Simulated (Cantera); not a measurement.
A Cantera script and what it prints.

```python
import numpy as np
import cantera as ct

gas_names = """
    CL CL2 Fe FeCL FeCL2 FeCL3 Fe2CL4 Fe2CL6 H HCL H2 N NH NH2 NH3 N2 N2H2 N2H4
""".split()
cond_names = """
    Fe(a) Fe(c) Fe(d) Fe(L) FeCL2(s) FeCL2(L) FeCL3(s) FeCL3(L) NH4CL(a) NH4CL(b)
""".split()


# ... load() reads the species with a 1 bar reference pressure and builds the phases ...
atoms = {
    'FeCl2': {'Fe': 1, 'CL': 2},
    'H2': {'H': 2},
    'N2': {'N': 2},
}
top_T = {}  # K; cautious upper limits of use, not melting points


# ... equilibrate(T, P, feed) seeds the gas with the atoms and calls Mixture.equilibrate('TP', solver="vcs", rtol=1e-11, max_steps=5000) ...
results = []
feed = {'FeCl2': 1, 'H2': 0.33, 'N2': 1.3}  # mol
T = 1573  # K
for P in [0.1, 0.72, 5.2, 37, 270, 1900, 14000, 100000]:
    mix = equilibrate(T, P, feed)
    results.append((T, P, feed, dict(zip(mix.species_names, mix.species_moles))))

top = {s: max(r[3][s] / sum(r[3][g] for g in gas_names) for r in results) for s in gas_names}
cols = sorted((s for s in top if top[s] > 0.0001), key=lambda s: -top[s])[:7]
seen = [c for c in cond_names if any(r[3].get(c, 0) > 1e-12 for r in results)]
print("log10 of partial pressures in bar; condensed amounts in mol")
print(f"{'P/Pa':>10s}" + "".join(f"{s[:9]:>10s}" for s in cols + seen))
for T, P, feed, n in results:
    ng = sum(n[g] for g in gas_names)
    print(f"{P:10.4g}" + "".join(f"{np.log10(max(n[s] / ng * P / 1e5, 1e-99)):10.3f}" for s in cols)
          + "".join(f"{n.get(c, 0):10.4g}" for c in seen))
```

Result:

```
log10 of partial pressures in bar; condensed amounts in mol
      P/Pa        N2     FeCL2       HCL        Fe        H2        CL         H     Fe(c)
       0.1    -6.367    -6.652    -6.758    -6.968    -7.721    -7.388    -8.251         0
      0.72    -5.484    -5.698    -6.006    -6.283    -6.485    -7.254    -7.633         0
       5.2    -4.596    -4.801    -5.142    -6.182    -5.554    -6.856    -7.168    0.1547
        37    -3.739    -3.943    -4.283    -6.182    -4.695    -6.426    -6.738    0.1822
       270    -2.875    -3.078    -3.419    -6.182    -3.830    -5.994    -6.306    0.1856
      1900    -2.027    -2.231    -2.571    -6.182    -2.983    -5.570    -5.882    0.1859
   1.4e+04    -1.160    -1.364    -1.704    -6.182    -2.115    -5.137    -5.448    0.1859
     1e+05    -0.305    -0.514    -0.851    -6.182    -1.258    -4.712    -5.020    0.1853
```

Cantera equilibrium calculation (NASA polynomials, part measured and part estimated; ideal gas, pure solids and liquids).
